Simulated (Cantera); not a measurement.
Input: 1 mol Al(CH3)3, 0.68 mol H2O, 42 mol N2, held at 1075 °C and 0.890 bar.

Method: chemical equilibrium by Gibbs-energy minimisation in Cantera with the NASA 1993 tables (ideal gas, pure condensed phases). Candidate condensed phases: Al, AlN, Al2O3, C, C6H6, C7H8, C8H18, H2O; 148 gas species. The feed counts by its element totals alone. Mutual solubility and eutectic melting of coexisting phases are not modelled. Kinetics and transport are ignored.

Base state: N2 0.888, H2 0.110, CO 0.00188, HCN 0.000100, CH4 6.30e-5 (mole fractions); condensed: AlN(s) + Al2O3(s) + C(graphite).

What changes in the equilibrium state with this change: temperature from 1075 °C to 1052 °C?


```json
[
 {"species": "N2", "before": "0.888", "after": "0.888"},
 {"species": "H2", "before": "0.110", "after": "0.110"},
 {"species": "CO", "before": "0.00188", "after": "0.00132"},
 {"species": "HCN", "before": "0.000100", "after": "8.16e-5"},
 {"species": "CH4", "before": "6.30e-5", "after": "7.25e-5"},
 {"species": "AlN(s), mol", "before": "0.605", "after": "0.588"},
 {"species": "Al2O3(s), mol", "before": "0.197", "after": "0.206"},
 {"species": "C(graphite), mol", "before": "2.90", "after": "2.93"}
]
```
